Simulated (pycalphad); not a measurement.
Computed with pycalphad from the COST 507 light-alloy database (1999), at 1 atm. No gas phase is included, though pure Mg would boil below 1650 K. The data set is of 1999 and partly superseded. Diffusion is slow at the low end, where real alloys seldom reach equilibrium.

Molar enthalpy of Mg-77.9Si (at.%) in equilibrium (SER reference):

```
T (K)  H (kJ/mol)               phases
-----  ----------  -------------------
1650        60.91               LIQUID
1575        58.75               LIQUID
1550        58.02               LIQUID
1525        57.30               LIQUID
1500        53.56  LIQUID + DIAMOND_A4
1425        41.24  LIQUID + DIAMOND_A4
1350        35.32  LIQUID + DIAMOND_A4
1275        31.33  LIQUID + DIAMOND_A4
1200        15.18   DIAMOND_A4 + MG2SI
1175        14.51   DIAMOND_A4 + MG2SI
1125        13.17   DIAMOND_A4 + MG2SI
1050        11.17   DIAMOND_A4 + MG2SI
975          9.20   DIAMOND_A4 + MG2SI
900          7.25   DIAMOND_A4 + MG2SI
825          5.32   DIAMOND_A4 + MG2SI
750          3.42   DIAMOND_A4 + MG2SI
675          1.54   DIAMOND_A4 + MG2SI
600         -0.30   DIAMOND_A4 + MG2SI
525         -2.11   DIAMOND_A4 + MG2SI
450         -3.87   DIAMOND_A4 + MG2SI
375         -5.57   DIAMOND_A4 + MG2SI
```

Cooling from 1525 K to 1200 K, across the freezing range, releases 42.1 kJ/mol, or 1550 J/g. The slope is 29 J/(mol K) in the liquid and 27 J/(mol K) just below the solidus, where it includes any heat of precipitation. Liquidus 1513 K, solidus 1217 K. Changes were sought between steps of 25 K, so a narrower field can be missed.

Database names, with the compositions (at.%) that they take in these runs: MG2SI: Mg 67 Si 33. DIAMOND_A4 is diamond (Si).
